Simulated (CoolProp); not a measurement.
CHF3 (R23) along the isobar 28.7 MPa: fugacity coefficient from the reference equation and from simpler models built on Tc = 299.3 K, pc = 4.832 MPa, ω = 0.263; each cubic takes its own stable root.

Values from CoolProp's reference Helmholtz-energy equation of state, Penoncello 2003.

| T (K) | phase | reference |
|---|---|---|
| 205.8 | liquid | 0.01630 |
| 220.3 | liquid | 0.02946 |
| 234.8 | liquid | 0.04853 |
| 249.4 | liquid | 0.07430 |
| 263.9 | liquid | 0.1066 |
| 278.4 | liquid | 0.1451 |
| 293 | liquid | 0.1896 |
| 307.5 | supercritical | 0.2383 |
| 322 | supercritical | 0.2902 |
| 336.6 | supercritical | 0.3445 |
| 351.1 | supercritical | 0.3991 |
| 365.6 | supercritical | 0.4532 |
| 380.1 | supercritical | 0.5059 |

### Question
How far does each simpler model (Soave-Redlich-Kwong, Peng-Robinson) lie from the reference over these 13 states: mean and median of the absolute difference, and the worst?

### Answer
- Soave-Redlich-Kwong: mean 16.8 %, median 17.0 %, worst +17.6 % at 293 K and 28.7 MPa
- Peng-Robinson: mean 4.4 %, median 4.6 %, worst +4.9 % at 322 K and 28.7 MPa
